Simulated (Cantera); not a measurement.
**Equilibrium for silicon etching in halogen gases: Si + Br2 + N2**

A closed system holds: 1 mol Si, 0.81 mol Br2, a varied amount of N2, held at 14.0 Pa.

These are equilibrium values from Cantera (NASA tables, ideal gas, pure condensed phases), not measurements of a reactor. Candidate condensed phases: Br2, Si, Si3N4; 13 gas species. N2 is the only nitrogen source here; it is nearly inert below about 1500 K, so the nitride shown seldom forms there in practice. Mutual solubility and eutectic melting of coexisting phases are not modelled. The tables' values for SiBr3 are old estimates. Rates play no part.

Stable condensed phases:

```
T in K \ n(N2) in mol
         0.21 0.33 0.53 0.84  1.3  2.1  3.4  5.5  8.7   14
   1625     A    A    A    A    A    A    A    A    A    A
   1575     A    A    A    A    A    A    A    A    A    A
   1525     A    A    A    A    B    B    B    B    B    B
   1475     A    C    B    B    B    B    B    B    B    B
   1425     B    B    B    B    B    B    B    B    B    B
   1375     B    B    B    B    B    B    B    B    B    B
   1325     B    B    B    B    B    B    B    B    B    B
   1275     B    B    B    B    B    B    B    B    B    B
   1225     B    B    B    B    B    B    B    B    B    B
```

A: Si; B: Si3N4; C: Si + Si3N4.
